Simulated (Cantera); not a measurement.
Input: 1 mol BCl3, 2 mol O2, held at 2473 K and 310 Pa.

Method: chemical equilibrium by Gibbs-energy minimisation in Cantera with the NASA 1993 tables (ideal gas, pure condensed phases). Candidate condensed phases: B, B2O3; 18 gas species. The tables' values for BOCl are old estimates; treat these amounts as uncertain. Equilibrium is a limit: real reactors are often held back by kinetics, nucleation or transport.

Base state: Cl 0.573, O2 0.177, O 0.0957, BO2 0.0918, B2O3 0.0386, BO 0.0175, BOCl 0.00678, ClO 0.000151 (mole fractions); condensed: gas only.

Task: What changes in the equilibrium state with this change: 0.14 mol HCl added?

Result: 
| species | before | after |
|---|---|---|
| Cl | 0.573 | 0.567 |
| O2 | 0.177 | 0.168 |
| O | 0.0957 | 0.0934 |
| HCl | 0 | 0.0140 |
| HBO2 | 0 | 0.00630 |
| B2O3 | 0.0386 | 0.0353 |
| BO2 | 0.0918 | 0.0867 |
| BO | 0.0175 | 0.0169 |
| H | 0 | 0.00281 |
| OH | 0 | 0.00248 |
| H2O | 0 | 0.000217 |
| H2 | 0 | 4.94e-5 |
Further candidate phases: B3O3H3, H2O.
